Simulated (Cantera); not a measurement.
Charge: 1 mol SO2, 1 mol H2O, 40 mol N2, equilibrated at 2975 K and 1.00 Torr.

Equilibrium computed with Cantera from the NASA thermochemical tables; the gas is ideal and each condensed phase is pure. Candidate condensed phases: H2O, H2SO4, S; 35 gas species. Rates play no part.

Base state: N2 0.871, O 0.0606, H 0.0431, S 0.0204, NO 0.00226, SO 0.00134, O2 0.000454, N 0.000303 (mole fractions); condensed: gas only.

Task: What changes in the equilibrium state with this change: temperature from 2975 K to 1800 K?

Result: 
```json
[
 {"species": "N2", "before": "0.871", "after": "0.951"},
 {"species": "SO2", "before": "1.84e-5", "after": "0.0233"},
 {"species": "H2O", "before": "2.19e-6", "after": "0.0222"},
 {"species": "O", "before": "0.0606", "after": "8.71e-5"},
 {"species": "H", "before": "0.0431", "after": "0.000347"},
 {"species": "S", "before": "0.0204", "after": "3.96e-6"},
 {"species": "N", "before": "0.000303", "after": "<1e-9"},
 {"species": "S2", "before": "1.01e-5", "after": "3.79e-8"},
 {"species": "SH", "before": "1.04e-5", "after": "3.00e-7"},
 {"species": "H2", "before": "0.000116", "after": "0.00125"}
]
```
